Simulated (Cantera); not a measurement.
A closed system holds: 1 mol NiS, a varied amount of H2, held at 1200 K and 1.00 bar.

Cantera equilibrium calculation (NASA polynomials, part measured and part estimated; ideal gas, pure solids and liquids). Candidate condensed phases: Ni, NiS, NiS2, Ni3S2, Ni3S4, S; 9 gas species. Metal and sulfide melt together well below either melting point, which pure phases cannot show. Mutual solubility and eutectic melting of coexisting phases are not modelled. Equilibrium is a limit: real reactors are often held back by kinetics, nucleation or transport.

Question: Which condensed phases are stable at each of these points (n(H2) (mol)): 38, 61, 100, 160, 260, 430, 690, 1100?

Answer: 
```tsv
n(H2) (mol)	condensed phases	Ni condensed (%)
38	Ni3S2(l)	100.0
61	Ni(s) + Ni3S2(l)	100.0
100	Ni(s) + Ni3S2(l)	100.0
160	Ni(s)	100.0
260	Ni(s)	100.0
430	Ni(s)	100.0
690	Ni(s)	100.0
1100	Ni(s)	100.0
```

At 38 mol H2 the condensed part is Ni3S2(l). From 61 mol H2 to 100 mol H2 the condensed part is Ni(s) + Ni3S2(l). From 160 mol H2 to 1100 mol H2 the condensed part is Ni(s).
